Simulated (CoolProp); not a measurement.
Vapour-liquid equilibrium of ethylene (1) + propylene (2) at -62.25 °C; x and y are mole fractions of (1).

Values from CoolProp's multi-fluid Helmholtz-energy mixture model, Smukala 2000 and Lemmon 2013; pair parameters Bell 2016.

```
x     bubble pressure, mixture model (MPa)  bubble pressure, Raoult's law (MPa)  y, mixture model  y, Raoult's law
----  ------------------------------------  -----------------------------------  ----------------  ---------------
0.05                               0.08222                              0.08169             0.421            0.425
0.2                                 0.1810                               0.1785             0.769            0.779
0.35                                0.2782                               0.2754             0.872            0.883
0.5                                 0.3730                               0.3722             0.922            0.934
0.65                                0.4661                               0.4690             0.953            0.963
0.8                                 0.5602                               0.5659             0.976            0.983
0.95                                0.6596                               0.6627             0.994            0.996
```

The largest gap from Raoult's law is +1.4 % in bubble pressure, at x = 0.2. No azeotrope shows between x = 0.05 and 0.95.

Pair parameters are fitted to limited data, so mixtures are less certain than the pure fluids. The gap from Raoult's law changes sign with composition, which may be real or a fault of the pair parameters; it wasn't checked against measurements.
